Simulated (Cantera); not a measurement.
Standard-state values (1 bar) from the NASA 1993 polynomials, evaluated with Cantera. Values are per mole of reaction as written; species without (g) are pure solids or liquids, kept so even where they would boil at 1 bar.

Task: Between 748 and 1048 K, where is each reaction favourable under standard conditions?
- N(g) + 3 K + 6 HF(g) = 3 KHF₂ + NH₃(g)

Result: 
- N(g) + 3 K + 6 HF(g) = 3 KHF₂ + NH₃(g): ΔG° is -1040 kJ at 748 K and -816 kJ at 1048 K; it stays negative (K > 1). ΔH° is -1587 kJ and ΔS° -736 J/K at 1048 K.
